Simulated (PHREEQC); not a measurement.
1 kg of water holding 0.46 mol/kgw K2CO3, 0.034 mol/kgw K2SO4 and 0.15 mol/kgw KCl is evaporated at 25 °C; the solids stay in contact with the brine. CO2 is held at log p = -3.4 (atm). The run lets Arcanite, Kalicinite, Misenite, Sylvite precipitate or redissolve, and no other solid.

Equilibrium calculation in PHREEQC: Pitzer model, pitzer.dat.

Question: Predict ionic strength at water left (kg) = 0.4555, 0.2076.

Answer: 
```json
[
 {"water left (kg)": "0.4555", "ionic strength": "3.47"},
 {"water left (kg)": "0.2076", "ionic strength": "7.36"}
]
```

Species that the database lacks are ignored.
